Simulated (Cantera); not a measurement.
Input: 1 mol PH3, 0.8 mol H2, 5.2 mol O2, at 1000 °C and 23.0 mbar.

Equilibrium computed with Cantera from the NASA thermochemical tables; the gas is ideal and each condensed phase is pure. Candidate condensed phases: H2O, P, P4O10; 17 gas species. Gases not in the tables: HPO2, HPO3 and P4O6. Equilibrium is a limit: real reactors are often held back by kinetics, nucleation or transport.

Base state: O2 0.523, H2O 0.430, P4O10 0.0467, OH 5.10e-5 (mole fractions); condensed: gas only.

Task: What changes in the equilibrium state with this change: 0.013 mol NH3 added?

Result: 
| species | before | after |
|---|---|---|
| O2 | 0.523 | 0.520 |
| H2O | 0.430 | 0.432 |
| P4O10 | 0.0467 | 0.0466 |
| N2 | 0 | 0.00120 |
| NO | 0 | 2.03e-5 |
| OH | 5.10e-5 | 5.11e-5 |
